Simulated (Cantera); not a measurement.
An isothermal, constant-pressure homogeneous reactor starts with N2O : H2 : N2 = 1 : 0.0067 : 0.47 (molar parts), at 1225 K and 13.5 Torr.

Model: GRI-Mech 3.0 (53 species, 325 reactions), integrated in Cantera. GRI-Mech 3.0 was tuned for natural gas; its chemistry of N2O as a main component is partial and can be far from experiment. Radical loss at walls, strong at low pressure, is not modelled. The mechanism lacks the step 2 NO + O2 → 2 NO2, which can matter for NO2 below about 1400 K. The temperature is held fixed by assumption; the heat of reaction is taken as removed at once.

x: mole fraction; the columns are a selection and need not sum to one.

| t (s) | x N2O | x H2 | x H2O2 | x NO2 | x NO | x N2 | x O2 |
|---|---|---|---|---|---|---|---|
| 8.00e-6 | 0.677 | 0.00454 | <1e-12 | <1e-12 | 9.87e-11 | 0.318 | 3.78e-10 |
| 3.12e-5 | 0.677 | 0.00454 | <1e-12 | <1e-12 | 1.47e-9 | 0.318 | 5.63e-9 |
| 0.000122 | 0.677 | 0.00454 | <1e-12 | <1e-12 | 2.09e-8 | 0.318 | 7.91e-8 |
| 0.000476 | 0.677 | 0.00454 | <1e-12 | <1e-12 | 2.44e-7 | 0.318 | 9.08e-7 |
| 0.00186 | 0.677 | 0.00453 | 3.15e-11 | 3.05e-11 | 1.82e-6 | 0.318 | 6.46e-6 |
| 0.00725 | 0.677 | 0.00445 | 3.34e-9 | 1.12e-8 | 9.73e-6 | 0.318 | 3.00e-5 |
| 0.0283 | 0.676 | [?] | 9.67e-8 | 9.38e-7 | 4.50e-5 | 0.319 | 0.000132 |
| 0.110 | 0.673 | [?] | 8.35e-8 | 1.03e-5 | 0.000156 | 0.322 | 0.000573 |
| 0.431 | 0.666 | [?] | 1.20e-8 | 6.24e-5 | 0.000532 | 0.327 | 0.00230 |
| 1.68 | 0.646 | [?] | 9.92e-10 | 0.000139 | 0.00207 | 0.339 | 0.00886 |
| 6.56 | 0.576 | 1.03e-8 | 2.11e-10 | 0.000164 | 0.00769 | 0.380 | 0.0323 |
| 25.6 | 0.377 | 1.11e-8 | 1.19e-10 | 0.000117 | 0.0236 | 0.497 | 0.0988 |
| 100 | 0.0880 | [?] | 9.61e-11 | 3.88e-5 | 0.0465 | 0.666 | 0.195 |

Task: Fill in the missing entries.

Result: 
- 0.0283, x H2: 0.00378
- 0.110, x H2: 0.00176
- 0.431, x H2: 0.000238
- 1.68, x H2: 1.80e-6
- 100, x H2: 1.51e-8
